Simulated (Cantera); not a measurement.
Gas mixture: 86.5 % CO₂, 13.5 % CH₄, at 17.3 Torr, frozen composition.

Cantera's kinetic-theory transport with the Lennard-Jones parameters of GRI-Mech 3.0, ideal gas; thermal conductivity in the multicomponent form. The composition is frozen, though it would react at the higher temperatures.

One state of this run: ρ (kg/m³) = 0.0139; cp (J/kg/K) = 1321; μ (µPa s) = 34.0; λ (mW/m/K) = 63.6; Pr = 0.707; D (cm²/s) H₂O = 49.6; D (cm²/s) H = 256; D (cm²/s) N₂ = 40.8. D: mixture-averaged diffusion coefficient of that species in the mixture.

Problem. Which value of T (K) does it belong to?
A. 1200
B. 1000
C. 1400
D. 800

Solution. D, 800
